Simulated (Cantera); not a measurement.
## Si + N2O + H2 (thermal oxidation and active oxidation of silicon)

Charge: 1 mol Si, 0.2 mol N2O, 270 mol H2, held at 0.530 Pa.

Cantera equilibrium calculation (NASA polynomials, part measured and part estimated; ideal gas, pure solids and liquids). Candidate condensed phases: H2O, Si, SiO2, Si2N2O, Si3N4; 35 gas species. Mutual solubility and eutectic melting of coexisting phases are not modelled. Kinetics and transport are ignored.

From 1100 K to 1200 K the condensed part is Si(s) + Si2N2O(s). From 1300 K to 1500 K the condensed part is Si(s). From 1600 K to 2000 K nothing is condensed. The main Si-bearing gas is SiO at 1100 K and Si at 2000 K.

| T (K) | log p H2 | log p H | log p Si | log p SiO | log p N2 | log p SiH | log p Si2 | n Si(s) | n Si2N2O(s) |
|---|---|---|---|---|---|---|---|---|---|
| 1100 | -5.28 | -10.23 | -13.63 | -10.44 | -10.44 | -14.78 | <-17 | 0.602 | 0.198 |
| 1200 | -5.28 | -9.34 | -11.86 | -8.79 | -8.79 | -13.32 | -15.92 | 0.682 | 0.118 |
| 1300 | -5.28 | -8.59 | -10.36 | -8.41 | -8.41 | -12.08 | -13.98 | 0.798 | 0 |
| 1400 | -5.28 | -7.95 | -9.08 | -8.41 | -8.41 | -11.03 | -12.31 | 0.757 | 0 |
| 1500 | -5.28 | -7.39 | -7.98 | -8.41 | -8.41 | -10.11 | -10.87 | 0.254 | 0 |
| 1600 | -5.29 | -6.91 | -7.81 | -8.41 | -8.41 | -10.12 | -11.22 | 0 | 0 |
| 1700 | -5.31 | -6.48 | -7.82 | -8.42 | -8.42 | -10.28 | -11.83 | 0 | 0 |
| 1800 | -5.35 | -6.12 | -7.84 | -8.44 | -8.44 | -10.45 | -12.40 | 0 | 0 |
| 1900 | -5.43 | -5.81 | -7.87 | -8.48 | -8.48 | -10.65 | -12.94 | 0 | 0 |
| 2000 | -5.58 | -5.58 | -7.93 | -8.53 | -8.53 | -10.89 | -13.49 | 0 | 0 |
log p: log10 of the partial pressure in bar; n: condensed amount in mol.
